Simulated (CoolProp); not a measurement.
Model: reference Helmholtz-energy equation of state, Thol 2014, in CoolProp.

Q: For chloromethane (R40), give the phase and the cv (kJ/(kg K)), speed of sound (m/s) at 180.65 °C and 0.101 MPa.

A: 
- 180.65 °C and 0.101 MPa: gas; cv 0.868, speed of sound 297
